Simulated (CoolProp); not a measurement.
Acetone along the isobar 7.85 MPa: fugacity coefficient from the reference equation and from simpler models built on Tc = 508.1 K, pc = 4.692 MPa, ω = 0.307; each cubic takes its own stable root.

Computed with CoolProp (reference Helmholtz-energy equation of state, Lemmon 2006). It is a short technical equation, of lower accuracy than the large ones.

```csv
T (K),phase,reference,van der Waals,Redlich-Kwong,Soave-Redlich-Kwong,Peng-Robinson
434.4,liquid,0.1693,0.3124,0.2291,0.1896,0.1806
444,liquid,0.1956,0.3351,0.2565,0.2192,0.2087
453.7,liquid,0.2242,0.3584,0.2852,0.2512,0.2391
463.3,liquid,0.2544,0.3817,0.3147,0.2849,0.2711
472.9,liquid,0.2863,0.4052,0.3448,0.3202,0.3048
482.6,liquid,0.3202,0.4290,0.3758,0.3572,0.3400
492.2,liquid,0.3550,0.4526,0.4067,0.3948,0.3759
501.8,liquid,0.3908,0.4761,0.4377,0.4329,0.4123
511.5,supercritical,0.4276,0.4996,0.4687,0.4713,0.4490
521.1,supercritical,0.4643,0.5225,0.4988,0.5085,0.4846
530.7,supercritical,0.5005,0.5450,0.5279,0.5443,0.5188
540.4,supercritical,0.5356,0.5671,0.5560,0.5782,0.5511
550,supercritical,0.5678,0.5883,0.5821,0.6086,0.5802
```
